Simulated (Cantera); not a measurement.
Charge: 1 mol SiH2Cl2, 0.29 mol O3, 8.4 mol H2O, equilibrated at 10.0 Torr.

Method: chemical equilibrium by Gibbs-energy minimisation in Cantera with the NASA 1993 tables (ideal gas, pure condensed phases). Candidate condensed phases: H2O, Si, SiO2; 30 gas species. The tables hold silica as quartz up to 1696 K and as liquid above; real silica turns to tridymite and cristobalite and melts near 1996 K. The numbers say what is thermodynamically allowed, not how fast it happens.

At 975 °C, list the 3 most abundant gas species with their mole fractions, and the condensed phases.

H2O 0.699, HCl 0.192, H2 0.109. Condensed: SiO2(β-quartz).
